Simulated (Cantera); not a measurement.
An isothermal, constant-pressure homogeneous reactor starts with CH₄ : N₂ = 1 : 16 (molar parts), at 1973 K and 20.0 Torr. Integrator tolerance rtol = 1e-08.

Cantera simulation using GRI-Mech 3.0 (53 species, 325 reactions); the numbers are that mechanism's predictions, not measurements. GRI-Mech 3.0 stops at C3 and has no aromatics, soot or wall deposition, so with more carbon than oxygen in the feed, carbon stays in small species such as C2H2 where larger ones or solid carbon would form. Radical loss at walls, strong at low pressure, is not modelled.

Problem. What does this change do: pressure from 20.0 Torr to 4.35 Torr?

Solution. 
| quantity | before | after |
|---|---|---|
| x(CH₄) at 100 s | 4.33e-7 (gas-phase equilibrium 8.06e-7) | 6.16e-8 (gas-phase equilibrium 1.71e-7) |
| x(C₂H₄) at 100 s | 4.71e-7 (gas-phase equilibrium 8.78e-8) | 1.01e-7 (gas-phase equilibrium 1.87e-8) |
| x(C₂H) at 100 s | 1.36e-5 (gas-phase equilibrium 2.54e-6) | 2.95e-5 (gas-phase equilibrium 5.49e-6) |
| x(C₂H₆) at 100 s | <1e-12 (gas-phase equilibrium <1e-12) | <1e-12 (gas-phase equilibrium <1e-12) |
| x(H) at 100 s | 0.00238 (gas-phase equilibrium 0.00238) | 0.00507 (gas-phase equilibrium 0.00507) |
| x(H₂) at 100 s | 0.0820 (gas-phase equilibrium 0.0821) | 0.0806 (gas-phase equilibrium 0.0806) |
| x(C₂H₂) at 100 s | 0.0276 (gas-phase equilibrium 0.00514) | 0.0276 (gas-phase equilibrium 0.00513) |

Problem. What does this change do: temperature 1973 to 1425 K?

Solution. 
| quantity | before | after |
|---|---|---|
| x(CH₄) at 100 s | 4.33e-7 (gas-phase equilibrium 8.06e-7) | 0.0125 (gas-phase equilibrium 0.000115) |
| x(C₂H₄) at 100 s | 4.71e-7 (gas-phase equilibrium 8.78e-8) | 5.00e-5 (gas-phase equilibrium 1.13e-5) |
| x(C₂H) at 100 s | 1.36e-5 (gas-phase equilibrium 2.54e-6) | 2.44e-9 (gas-phase equilibrium 1.38e-9) |
| x(C₂H₆) at 100 s | <1e-12 (gas-phase equilibrium <1e-12) | 1.45e-6 (gas-phase equilibrium 3.95e-10) |
| x(H) at 100 s | 0.00238 (gas-phase equilibrium 0.00238) | 6.37e-6 (gas-phase equilibrium 1.21e-5) |
| x(H₂) at 100 s | 0.0820 (gas-phase equilibrium 0.0821) | 0.0655 (gas-phase equilibrium 0.0832) |
| x(C₂H₂) at 100 s | 0.0276 (gas-phase equilibrium 0.00514) | 0.0218 (gas-phase equilibrium 0.00821) |
